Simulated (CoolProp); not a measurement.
Propylene glycol at several states: Z from the reference equation and from simpler models built on Tc = 400.8 °C, pc = 7.292 MPa, ω = 0.327; each cubic takes its own stable root.

Values from CoolProp's reference Helmholtz-energy equation of state, Eisenbach 2021.

| T (°C) | p (MPa) | phase | reference |
|---|---|---|---|
| -24.35 | 8.27 | liquid | 0.2835 |
| 42.65 | 0.733 | liquid | 0.02084 |
| 293.45 | 2.44 | liquid | 0.05138 |
| -21.65 | 0.217 | liquid | 0.007397 |
| 316.05 | 0.315 | gas | 0.9756 |
| 182.15 | 2.65 | liquid | 0.05912 |

Problem. How far does each simpler model (van der Waals, Redlich-Kwong, Soave-Redlich-Kwong, Peng-Robinson) lie from the reference over these 6 states: mean and median of the absolute difference, and the worst?

Solution. 
- van der Waals: mean 286.0 %, median 54.2 %, worst +1498.5 % at 293.45 °C and 2.44 MPa
- Redlich-Kwong: mean 237.1 %, median 3.6 %, worst +1405.3 % at 293.45 °C and 2.44 MPa
- Soave-Redlich-Kwong: mean 2.2 %, median 1.8 %, worst +6.4 % at 293.45 °C and 2.44 MPa
- Peng-Robinson: mean 7.4 %, median 9.0 %, worst -10.0 % at 182.15 °C and 2.65 MPa

At some of these states van der Waals, Redlich-Kwong gives the other phase, because its saturation line lies elsewhere.
